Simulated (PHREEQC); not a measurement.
Acid rinse or clean (model solution)

Dissolve 170 mmol/kgw HCl, 0.078 mmol/kgw NaCl and 0.036 mmol/kgw MnSO4 at 20 °C. Closed to the air; pH follows from the charge balance.

Computed with PHREEQC (ion-association model, wateq4f.dat).

No solid was allowed to form.

Task: What pH, activity of water does the model give?

Result: pH 0.86; activity of water 0.994.

Task: In which forms is Mn present?

Result: Mn+2 81 %, MnCl+ 19 %, MnCl2 0.7 % of the Mn.
